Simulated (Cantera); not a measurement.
Charge: 1 mol SiH₂Cl₂, 0.14 mol HCl, 1200 mol H₂, held at 28.0 mbar.

Method: chemical equilibrium by Gibbs-energy minimisation in Cantera with the NASA 1993 tables (ideal gas, pure condensed phases). Candidate condensed phases: Si; 19 gas species. Rates play no part. All values below are at 2350 K.

Base state: H₂ 0.926, H 0.0717, HCl 0.00162, Si 0.000751, Cl 9.01e-5, SiH 4.07e-5 (mole fractions); condensed: gas only.

**Question.** What changes in the equilibrium state with this change: pressure from 28.0 mbar to 0.150 bar?

**Answer.** 
| species | before | after |
|---|---|---|
| H₂ | 0.926 | 0.966 |
| H | 0.0717 | 0.0316 |
| HCl | 0.00162 | 0.00171 |
| Si | 0.000751 | 0.000685 |
| SiH₂ | 7.79e-6 | 3.97e-5 |
| Cl | 9.01e-5 | 4.01e-5 |
| SiH | 4.07e-5 | 8.77e-5 |
Gases not in the tables: Si₂H₆ and higher silanes.
